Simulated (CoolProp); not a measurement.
Vapour-liquid equilibrium of chloromethane (R40) (1) + isobutene (2) at 21.45 °C; x and y are mole fractions of (1).

Model: multi-fluid Helmholtz-energy mixture model, Thol 2014 and Lemmon 2005; pair parameters Bell 2016, in CoolProp.

| x | bubble pressure, mixture model (MPa) | bubble pressure, Raoult's law (MPa) | y, mixture model | y, Raoult's law |
|---|---|---|---|---|
| 0.05 | 0.2919 | 0.2858 | … | 0.091 |
| 0.125 | 0.3173 | 0.3043 | 0.232 | 0.214 |
| 0.2 | 0.3403 | 0.3228 | … | 0.322 |
| 0.275 | 0.3616 | 0.3413 | 0.425 | 0.419 |
| 0.35 | 0.3813 | 0.3598 | … | 0.506 |
| 0.425 | 0.3999 | 0.3782 | 0.572 | 0.584 |
| 0.5 | 0.4174 | 0.3967 | 0.636 | 0.655 |
| 0.575 | 0.4342 | 0.4152 | 0.697 | 0.720 |
| 0.65 | 0.4504 | 0.4337 | 0.754 | 0.779 |
| 0.725 | 0.4660 | 0.4522 | 0.809 | 0.834 |
| 0.8 | 0.4811 | 0.4707 | … | 0.884 |
| 0.875 | 0.4960 | 0.4892 | 0.914 | 0.930 |
| 0.95 | 0.5105 | 0.5077 | … | 0.973 |

Question: Fill in the missing entries.

Answer: 
- 0.05, y, mixture model: 0.104
- 0.2, y, mixture model: 0.336
- 0.35, y, mixture model: 0.502
- 0.8, y, mixture model: 0.862
- 0.95, y, mixture model: 0.966

The largest gap from Raoult's law is +6.0 % in bubble pressure, at x = 0.35. No azeotrope shows between x = 0.05 and 0.95.

Pair parameters are fitted to limited data, so mixtures are less certain than the pure fluids.
